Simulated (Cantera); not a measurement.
An isothermal, constant-pressure homogeneous reactor starts with CH4 : H2O = 1 : 1.6 (molar parts), at 1650 K and 1000000 Pa. Integrator tolerance rtol = 1e-08.

Model: GRI-Mech 3.0 (53 species, 325 reactions), integrated in Cantera.

Problem. What does this change do: H2O 1.6 to 5.5 parts?

Solution. 
| quantity | before | after |
|---|---|---|
| x(CH4) at 9.00 s | 0.01000 (gas-phase equilibrium 4.23e-5) | 1.89e-6 (gas-phase equilibrium 8.19e-7) |
| x(H2O) at 9.00 s | 0.131 (gas-phase equilibrium 0.119) | 0.496 (gas-phase equilibrium 0.496) |
| x(O2) at 9.00 s | <1e-12 (gas-phase equilibrium <1e-12) | 2.30e-11 (gas-phase equilibrium 2.30e-11) |
| x(CH3) at 9.00 s | 7.29e-6 (gas-phase equilibrium 3.05e-8) | 1.78e-9 (gas-phase equilibrium 7.74e-10) |
| x(H2) at 9.00 s | 0.647 (gas-phase equilibrium 0.664) | 0.387 (gas-phase equilibrium 0.387) |
